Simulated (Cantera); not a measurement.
A Cantera script and what it prints.

```python
import numpy as np
import cantera as ct

gas_names = """
    H H2 H2S Pb PbS Pb2 S SH S2 S8
""".split()
cond_names = """
    Pb(cr) Pb(L) PbS(s) PbS(L) S(cr1) S(cr2) S(L)
""".split()


# ... load() reads the species with a 1 bar reference pressure and builds the phases ...
atoms = {
    'PbS': {'Pb': 1, 'S': 1},
    'H2': {'H': 2},
}
top_T = {}  # K; cautious upper limits of use, not melting points


# ... equilibrate(T, P, feed) seeds the gas with the atoms and calls Mixture.equilibrate('TP', solver="vcs", rtol=1e-11, max_steps=5000) ...
results = []
feed = {'PbS': 1, 'H2': 130}  # mol
T = 2175  # K
for P in [10, 36, 130, 460, 1700, 6000, 22000, 77000, 280000, 1000000]:
    mix = equilibrate(T, P, feed)
    results.append((T, P, feed, dict(zip(mix.species_names, mix.species_moles))))

top = {s: max(r[3][s] / sum(r[3][g] for g in gas_names) for r in results) for s in gas_names}
cols = sorted((s for s in top if top[s] > 0.001), key=lambda s: -top[s])[:6]
seen = [c for c in cond_names if any(r[3].get(c, 0) > 1e-12 for r in results)]
print("log10 of partial pressures in bar; condensed amounts in mol")
print(f"{'P/Pa':>10s}" + "".join(f"{s[:9]:>10s}" for s in cols + seen))
for T, P, feed, n in results:
    ng = sum(n[g] for g in gas_names)
    print(f"{P:10.4g}" + "".join(f"{np.log10(max(n[s] / ng * P / 1e5, 1e-99)):10.3f}" for s in cols)
          + "".join(f"{n.get(c, 0):10.4g}" for c in seen))
```

Output:

```
log10 of partial pressures in bar; condensed amounts in mol
      P/Pa        H2         H        Pb       H2S         S        SH
        10    -4.217    -4.420    -6.212    -8.851    -6.255    -7.314
        36    -3.562    -4.092    -5.616    -7.652    -5.711    -6.443
       130    -2.951    -3.787    -5.037    -6.561    -5.230    -5.657
       460    -2.375    -3.499    -4.478    -5.586    -4.832    -4.970
      1700    -1.792    -3.207    -3.910    -4.668    -4.497    -4.344
      6000    -1.237    -2.930    -3.369    -3.859    -4.243    -3.812
   2.2e+04    -0.668    -2.646    -2.815    -3.100    -4.052    -3.337
   7.7e+04    -0.122    -2.373    -2.280    -2.435    -3.933    -2.946
   2.8e+05     0.440    -2.092    -1.726    -1.805    -3.865    -2.596
     1e+06     0.993    -1.815    -1.177    -1.217    -3.831    -2.285
```

These are equilibrium values from Cantera (NASA tables, ideal gas, pure condensed phases), not measurements of a reactor.
